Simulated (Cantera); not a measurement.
Hydrocarbon pyrolysis for carbon deposition

An isothermal, constant-pressure homogeneous reactor starts with CH₄ : N₂ = 1 : 3.1 (molar parts), at 1475 K and 398 Torr.

Model: GRI-Mech 3.0 (53 species, 325 reactions), integrated in Cantera. GRI-Mech 3.0 stops at C3 and has no aromatics, soot or wall deposition, so with more carbon than oxygen in the feed, carbon stays in small species such as C2H2 where larger ones or solid carbon would form.

```json
[
 {"t (s)": "0.000400", "x CH₄": "0.244", "x C₂H": "<1e-12", "x CH₃": "2.33e-5", "x C₂H₂": "8.10e-11", "x C₂H₆": "5.71e-7", "x C₂H₄": "1.20e-7", "x H": "1.38e-8"},
 {"t (s)": "0.00118", "x CH₄": "0.244", "x C₂H": "<1e-12", "x CH₃": "5.26e-5", "x C₂H₂": "6.39e-9", "x C₂H₆": "9.68e-6", "x C₂H₄": "2.25e-6", "x H": "1.74e-8"},
 {"t (s)": "0.00348", "x CH₄": "0.244", "x C₂H": "<1e-12", "x CH₃": "7.88e-5", "x C₂H₂": "2.63e-7", "x C₂H₆": "6.55e-5", "x C₂H₄": "2.12e-5", "x H": "2.47e-8"},
 {"t (s)": "0.0103", "x CH₄": "0.243", "x C₂H": "<1e-12", "x CH₃": "0.000116", "x C₂H₂": "7.12e-6", "x C₂H₆": "0.000228", "x C₂H₄": "0.000151", "x H": "4.95e-8"},
 {"t (s)": "0.0303", "x CH₄": "0.240", "x C₂H": "1.55e-11", "x CH₃": "0.000159", "x C₂H₂": "0.000181", "x C₂H₆": "0.000506", "x C₂H₄": "0.000958", "x H": "1.62e-7"},
 {"t (s)": "0.0894", "x CH₄": "0.230", "x C₂H": "1.61e-10", "x CH₃": "0.000158", "x C₂H₂": "0.00256", "x C₂H₆": "0.000502", "x C₂H₄": "0.00285", "x H": "5.47e-7"},
 {"t (s)": "0.264", "x CH₄": "0.206", "x C₂H": "6.29e-10", "x CH₃": "0.000124", "x C₂H₂": "0.0126", "x C₂H₆": "0.000292", "x C₂H₄": "0.00257", "x H": "1.34e-6"},
 {"t (s)": "0.779", "x CH₄": "0.162", "x C₂H": "1.36e-9", "x CH₃": "8.78e-5", "x C₂H₂": "0.0311", "x C₂H₆": "0.000135", "x C₂H₄": "0.00176", "x H": "2.63e-6"},
 {"t (s)": "2.30", "x CH₄": "0.1000", "x C₂H": "2.39e-9", "x CH₃": "5.37e-5", "x C₂H₂": "0.0558", "x C₂H₆": "4.55e-5", "x C₂H₄": "0.00226", "x H": "4.59e-6"},
 {"t (s)": "6.78", "x CH₄": "0.0436", "x C₂H": "3.78e-9", "x CH₃": "2.68e-5", "x C₂H₂": "0.0772", "x C₂H₆": "1.17e-5", "x C₂H₄": "0.00363", "x H": "7.28e-6"},
 {"t (s)": "20.0", "x CH₄": "0.0239", "x C₂H": "4.73e-9", "x CH₃": "1.67e-5", "x C₂H₂": "0.0846", "x C₂H₆": "6.41e-6", "x C₂H₄": "0.00428", "x H": "9.11e-6"}
]
```
x: mole fraction; the columns are a selection and need not sum to one.

Equilibrium at this temperature and pressure: CH₄ 0.0182, C₂H 2.67e-9, CH₃ 1.27e-5, C₂H₂ 0.0481, C₂H₆ 3.76e-6, C₂H₄ 0.00250, H 9.33e-6 (gas phase only).
